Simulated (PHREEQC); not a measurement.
Consider water at 25 °C with 0.07 mol KHF2, 5.3e-05 mol NaF, 0.011 mol NaBr and 3.3e-05 mol LiOH per kg of water. Closed to the air; pH follows from the charge balance.

Model: ion-association model, wateq4f.dat, run in PHREEQC.

```json
{
 "pH": "3.17",
 "ionic_strength": "0.0817 mol/kgw",
 "total_alkalinity": "-70.0 meq/kg"
}
```

```csv
species,molality,activity,log γ
K+,0.0700,0.0545,-0.108
F-,0.0598,0.0464,-0.110
HF,0.0467,0.0476,0.008
Br-,0.0110,0.00872,-0.101
HF2-,0.0109,0.00847,-0.110
Na+,0.0108,0.00860,-0.100
H2F2,0.00578,0.00589,0.008
H+,0.000819,0.000683,-0.079
NaF,0.000226,0.000230,0.008
Li+,3.30e-5,2.66e-5,-0.093
```

This is a speciation only: nothing precipitates in the calculation. wateq4f.dat counts part of the HF as a dimer, H2F2, which phreeqc.dat doesn't know; its constant is uncertain.
